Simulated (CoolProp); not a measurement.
Vapour-liquid equilibrium of carbon dioxide (1) + dimethyl ether (2) at 9.68 bar; x and y are mole fractions of (1).

Model: multi-fluid Helmholtz-energy mixture model, Span 1996 and Wu 2011; pair parameters Bell 2016, in CoolProp.

```json
[
 {"x": "0.05", "bubble temperature, mixture model (K)": "307.6", "bubble temperature, Raoult's law (K)": "301.6", "y, mixture model": "0.217", "y, Raoult's law": "0.360"},
 {"x": "0.2", "bubble temperature, mixture model (K)": "285.2", "bubble temperature, Raoult's law (K)": "275.3", "y, mixture model": "0.633", "y, Raoult's law": "0.762"},
 {"x": "0.35", "bubble temperature, mixture model (K)": "268.6", "bubble temperature, Raoult's law (K)": "260.5", "y, mixture model": "0.825", "y, Raoult's law": "0.888"},
 {"x": "0.5", "bubble temperature, mixture model (K)": "256.1", "bubble temperature, Raoult's law (K)": "250.7", "y, mixture model": "0.916", "y, Raoult's law": "0.942"},
 {"x": "0.65", "bubble temperature, mixture model (K)": "246.6", "bubble temperature, Raoult's law (K)": "243.5", "y, mixture model": "0.962", "y, Raoult's law": "0.970"},
 {"x": "0.8", "bubble temperature, mixture model (K)": "239.3", "bubble temperature, Raoult's law (K)": "238.0", "y, mixture model": "0.985", "y, Raoult's law": "0.987"},
 {"x": "0.95", "bubble temperature, mixture model (K)": "233.7", "bubble temperature, Raoult's law (K)": "233.5", "y, mixture model": "0.997", "y, Raoult's law": "0.997"}
]
```

The largest gap from Raoult's law is +9.9 K in bubble temperature, at x = 0.2. No azeotrope shows between x = 0.05 and 0.95.

Pair parameters are fitted to limited data, so mixtures are less certain than the pure fluids.
